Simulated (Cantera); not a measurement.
An adiabatic, constant-pressure homogeneous reactor starts with 22.6 % CO, 10.9 % H2, 14.0 % O2, 52.5 % N2, equivalence ratio 1.2, at 1275 K and 5.20 bar.

Detailed kinetics in Cantera: GRI-Mech 3.0 (53 species, 325 reactions). The hydrogen kinetics of GRI-Mech 3.0 are dated; newer H2 mechanisms differ, most at raised pressure.

Q: Predict: time of steepest temperature rise; temperature at 2.00 s; equilibrium temperature; x(CO) at 2.00 s; x(H2) at 2.00 s; x(O2) at 2.00 s; x(H2O) at 2.00 s; x(OH) at 2.00 s; x(H) at 2.00 s.

A: 
```json
{
 "time_of_steepest_temperature_rise": "10.5 µs",
 "temperature at 2.00 s": "2859 K",
 "equilibrium_temperature": "2859 K",
 "x(CO) at 2.00 s": "0.103 (gas-phase equilibrium 0.103)",
 "x(H2) at 2.00 s": "0.00983 (gas-phase equilibrium 0.00983)",
 "x(O2) at 2.00 s": "0.0159 (gas-phase equilibrium 0.0159)",
 "x(H2O) at 2.00 s": "0.103 (gas-phase equilibrium 0.103)",
 "x(OH) at 2.00 s": "0.0136 (gas-phase equilibrium 0.0136)",
 "x(H) at 2.00 s": "0.00439 (gas-phase equilibrium 0.00439)"
}
```
